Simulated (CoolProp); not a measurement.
Aqueous ethylene glycol as a coolant, at 17 °C, 1 atm.

Computed with CoolProp (Melinder's fits for secondary coolants).

```csv
mass %,freezing point (°C),density (kg/m³),conductivity (W/(m K)),cp (kJ/(kg K)),viscosity (mPa s)
3.4,-1.1,1002,0.579,4.138,1.17
6.9,-2.2,1007,0.563,4.088,1.28
10.4,-3.5,1012,0.547,4.038,1.40
14,-5.0,(withheld),0.531,3.986,1.54
17.5,-6.6,1022,0.515,(withheld),(withheld)
21,-8.5,(withheld),0.500,3.874,1.86
24.5,-10.6,1031,0.485,3.813,2.05
28,-13.1,1036,0.470,3.748,2.25
31.5,-15.8,1041,0.456,3.680,2.47
35.1,-18.9,1046,(withheld),3.608,2.72
38.6,-22.3,1051,0.428,3.536,2.99
42.1,-26.1,1056,0.415,3.463,3.28
```

Question: Fill in the missing entries.

Answer: 
- 14, density (kg/m³): 1017
- 17.5, cp (kJ/(kg K)): 3.932
- 17.5, viscosity (mPa s): 1.69
- 21, density (kg/m³): 1026
- 35.1, conductivity (W/(m K)): 0.442
